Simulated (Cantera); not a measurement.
Feed: 1 mol TEOS, a varied amount of CO₂, held at 1025 °C and 0.000240 bar.

Cantera equilibrium calculation (NASA polynomials, part measured and part estimated; ideal gas, pure solids and liquids). Candidate condensed phases: C, C₆H₆, C₇H₈, C₈H₁₈, H₂O, Si, SiC, SiO₂; 123 gas species. The feed counts by its element totals alone. Mutual solubility and eutectic melting of coexisting phases are not modelled. The tables hold silica as quartz up to 1696 K and as liquid above; real silica turns to tridymite and cristobalite and melts near 1996 K. Rates play no part.

Question: Which condensed phases are stable at each of these points (n(CO₂) (mol)): 0.53, 0.84, 1.3, 2.1, 3.4, 5.3, 8.4, 13, 21?

Answer: 
| n(CO₂) (mol) | condensed phases | Si condensed (%) |
|---|---|---|
| 0.53 | C(graphite) + SiC(s) | 99.6 |
| 0.84 | C(graphite) + SiC(s) | 99.6 |
| 1.3 | C(graphite) + SiC(s) | 99.5 |
| 2.1 | C(graphite) + SiC(s) | 99.4 |
| 3.4 | SiC(s) + SiO₂(β-quartz) | 94.5 |
| 5.3 | SiC(s) + SiO₂(β-quartz) | 94.0 |
| 8.4 | SiO₂(β-quartz) | 100.0 |
| 13 | SiO₂(β-quartz) | 100.0 |
| 21 | SiO₂(β-quartz) | 100.0 |

From 0.53 mol CO₂ to 2.1 mol CO₂ the condensed part is C(graphite) + SiC(s). From 3.4 mol CO₂ to 5.3 mol CO₂ the condensed part is SiC(s) + SiO₂(β-quartz). From 8.4 mol CO₂ to 21 mol CO₂ the condensed part is SiO₂(β-quartz).
